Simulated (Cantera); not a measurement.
A closed system holds: 1 mol NH₃, a varied amount of O₂, held at 2225 °C and 10000 Pa.

Equilibrium computed with Cantera from the NASA thermochemical tables; the gas is ideal and each condensed phase is pure. Candidate condensed phases: H₂O; 24 gas species. The numbers say what is thermodynamically allowed, not how fast it happens.

x: gas mole fraction; nothing condenses.

```
n(O₂) (mol)  x H₂O     x O₂     x H₂    x N₂     x OH      x H       x O      x NO
-----------  -----  -------  -------  ------  -------  -------  --------  --------
0.24         0.227  8.04e-5    0.471   0.242  0.00538   0.0541  0.000407  0.000249
0.84         0.599   0.0508   0.0495   0.223   0.0439   0.0175    0.0102   0.00600
1.4              ?        ?        ?       ?   0.0570        ?         ?         ?
2            0.397    0.344   0.0126   0.141   0.0576  0.00886    0.0266    0.0124
2.6          0.333    0.433  0.00943   0.118   0.0559  0.00766    0.0299    0.0128
3.2          0.286    0.499  0.00755   0.102   0.0537  0.00685    0.0321    0.0127
3.8              ?    0.550        ?       ?   0.0515  0.00626    0.0337    0.0125
4.4          0.223    0.590  0.00540  0.0791   0.0494  0.00580    0.0349    0.0122
```

### Question
Some entries are withheld; supply them.

### Answer

- 1.4, x H₂O: 0.488
- 1.4, x O₂: 0.217
- 1.4, x H₂: 0.0195
- 1.4, x N₂: 0.175
- 1.4, x H: 0.0110
- 1.4, x O: 0.0212
- 1.4, x NO: 0.0110
- 3.8, x H₂O: 0.251
- 3.8, x H₂: 0.00630
- 3.8, x N₂: 0.0891
